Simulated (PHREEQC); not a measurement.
Synthetic water in mg/kgw, 25 °C, pH 6.68, pe 1.3:

```csv
constituent,mg/kgw
Na,3580
K,144
Ca,497
Mg,315
Cl,5600
S(6) as SO4,1150
Alkalinity as HCO3,2.2
Zn,150
```

Valence states are taken as typed.

Computed with PHREEQC (ion-association model, wateq4f.dat).

Precipitation was switched off in this run.

Task: Predict the ionic strength, activity of water, charge-balance error.

Result: ionic strength 0.221 mol/kgw; activity of water 0.994; charge-balance error 8.6 %.

Task: In which forms is Mg present?

Result: Mg+2 87 %, MgSO4 13 % of the Mg.

Species that the database lacks are ignored.
